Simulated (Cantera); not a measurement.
# Equilibrium for silicon nitride deposition: SiH4 + N2

Input: 1 mol SiH4, 1 mol N2, equilibrated at 1848 K and 3.20 mbar.

Equilibrium computed with Cantera from the NASA thermochemical tables; the gas is ideal and each condensed phase is pure. Candidate condensed phases: Si, Si3N4; 18 gas species. The tables' values for SiN are old estimates; treat these amounts as uncertain. Gases not in the tables: Si2H6 and higher silanes. Kinetics and transport are ignored.

```yaml
x(H2): 0.659
x(N2): 0.331
x(H): 0.00761
x(Si): 0.00196
x(SiH): 8.97e-5
x(Si2N): 3.76e-5
x(SiH2): 2.74e-5
x(SiN): 2.46e-5
x(Si2): 1.36e-5
n(Si(l)): 0.993 mol
gas_amount: 3.018 mol
```
